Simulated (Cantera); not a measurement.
Ignition delay

Mixture: C3H8 : O2 : N2 = 1 : 11.1 : 41.8 (molar parts), at 1.60 bar, adiabatic and at constant volume. Ignition delay is the time to a rise of 400 K.

Cantera simulation using GRI-Mech 3.0 (53 species, 325 reactions); the numbers are that mechanism's predictions, not measurements. GRI-Mech 3.0 was tuned for natural gas; its chemistry of propane as a main component is partial and can be far from experiment.

```csv
T0 (K),delay (ms)
1123,21.8
1173,7.43
1223,2.70
1273,1.06
1323,0.460
1373,0.219
```

```json
{
 "apparent activation energy between 1273 and 1373 K": "230 kJ/mol"
}
```
